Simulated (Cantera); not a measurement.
A closed system holds: 1 mol C2H6, 0.29 mol H2O, equilibrated at 2100 K and 133 Pa.

Equilibrium computed with Cantera from the NASA thermochemical tables; the gas is ideal and each condensed phase is pure. Candidate condensed phases: C, C6H6, C7H8, C8H18, H2O; 110 gas species. The numbers say what is thermodynamically allowed, not how fast it happens.

Base state: H2 0.843, H 0.0783, CO 0.0778, C2H2 (acetylene) 0.00122 (mole fractions); condensed: C(graphite).

Q: What changes in the equilibrium state with this change: H2O from 0.29 to 5.2 mol?

A: 
```
species            before     after
----------------  -------  --------
H2                  0.843     0.468
H2O               7.02e-9     0.279
CO                 0.0778     0.169
CO2                 <1e-9    0.0204
H                  0.0783    0.0584
OH                  <1e-9   0.00414
C2H2 (acetylene)  0.00122     <1e-9
O                   <1e-9  0.000368
O2                  <1e-9   9.32e-5
C(graphite), mol     1.70         0
```
